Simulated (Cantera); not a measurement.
A freely propagating, adiabatic, planar premixed flame of CH₄ : H₂ : O₂ : N₂ : H₂O = 1 : 0.047 : 2.2 : 10.4 : 0.79 (molar parts), equivalence ratio 0.92, unburnt at 325 K and 18000 Pa; mixture-averaged transport, grid criteria slope 0.08 and curve 0.16, no radiation.

Computed with Cantera and GRI-Mech 3.0 (53 species, 325 reactions). Burning velocities carry a grid error of a few per cent, more on coarse grids.

x: mole fraction of selected species; z is measured from the peak of heat release.

| z (mm) | T (K) | u (m/s) | x CH₄ | x H₂ | x O₂ | x CH₂ | x H₂O₂ | x NO₂ |
|---|---|---|---|---|---|---|---|---|
| -8.37 | 325 | 0.342 | 0.0692 | 0.00364 | 0.152 | <1e-8 | <1e-8 | <1e-8 |
| -5.58 | 326 | 0.343 | 0.0691 | 0.00452 | 0.152 | <1e-8 | 7.62e-8 | <1e-8 |
| -4.19 | 330 | 0.348 | 0.0688 | 0.00577 | 0.152 | <1e-8 | 5.08e-7 | <1e-8 |
| -2.79 | 376 | 0.398 | 0.0662 | 0.00853 | 0.149 | <1e-8 | 4.63e-6 | 2.03e-8 |
| -1.40 | 734 | 0.784 | 0.0477 | 0.0132 | 0.123 | 7.83e-8 | 9.10e-6 | 1.16e-8 |
| -0.698 | 1092 | 1.17 | 0.0269 | 0.0154 | 0.0912 | 2.24e-6 | 4.36e-6 | <1e-8 |
| 0 | 1420 | 1.53 | 0.00640 | 0.0152 | 0.0538 | 1.55e-5 | 6.50e-7 | <1e-8 |
| 0.698 | 1543 | 1.66 | (withheld) | (withheld) | (withheld) | (withheld) | 2.56e-7 | <1e-8 |
| 1.40 | 1578 | 1.69 | 1.36e-5 | 0.00978 | 0.0268 | 1.10e-7 | 2.51e-7 | <1e-8 |
| 2.79 | 1617 | 1.73 | 2.60e-8 | 0.00934 | 0.0232 | <1e-8 | 2.10e-7 | <1e-8 |
| 5.58 | 1666 | 1.77 | <1e-8 | (withheld) | (withheld) | <1e-8 | (withheld) | <1e-8 |
| 11.2 | 1722 | 1.83 | <1e-8 | 0.00677 | 0.0189 | <1e-8 | 1.01e-7 | <1e-8 |
| 22.3 | 1776 | 1.88 | <1e-8 | 0.00478 | 0.0168 | <1e-8 | 6.39e-8 | <1e-8 |

Problem. Fill in the missing entries.

Solution. 
- 0.698, x CH₄: 0.000423
- 0.698, x H₂: 0.0115
- 0.698, x O₂: 0.0333
- 0.698, x CH₂: 2.79e-6
- 5.58, x H₂: 0.00847
- 5.58, x O₂: 0.0210
- 5.58, x H₂O₂: 1.53e-7
